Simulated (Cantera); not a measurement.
A perfectly stirred reactor is fed with CH4 : C2H6 : C3H8 : O2 : N2 = 1 : 0.16 : 0.24 : 6.84 : 25.7 (molar parts), at 420 Torr; it is adiabatic with a 773 K inlet, and is followed from long to short residence time, starting on the burning branch (τ in s: 0.043, 0.019, 0.0084, 0.0037, 0.0017, 0.00074, 0.00033, 0.00015, 6.4e-05, 2.9e-05, 1.3e-05, 5.6e-06).

Detailed kinetics in Cantera: GRI-Mech 3.0 (53 species, 325 reactions). GRI-Mech 3.0 was tuned for natural gas; its chemistry of propane as a main component is partial and can be far from experiment.

Task: What does this change do: CH4 1 to 1.6 parts?

Result: 
```tsv
quantity	before	after
blow-out, bracketed by the residence times tried	burning at 0.150 ms, out at 64.0 µs	burning at 64.0 µs, out at 29.0 µs
x(CH4) at τ = 43.0 ms	5.81e-6	3.93e-6
x(C2H6) at τ = 43.0 ms	2.02e-7	6.40e-8
x(C3H8) at τ = 43.0 ms	3.00e-7	1.05e-7
x(CH2CO) at τ = 43.0 ms	8.98e-7	2.23e-7
x(HCN) at τ = 43.0 ms	1.01e-8	8.10e-8
x(CH4) at τ = 0.330 ms	0.000242	0.000192
x(C2H6) at τ = 0.330 ms	9.62e-6	4.87e-6
x(C3H8) at τ = 0.330 ms	1.27e-5	6.12e-6
x(CH2CO) at τ = 0.330 ms	1.92e-5	9.61e-6
x(HCN) at τ = 0.330 ms	7.31e-8	2.18e-7
```
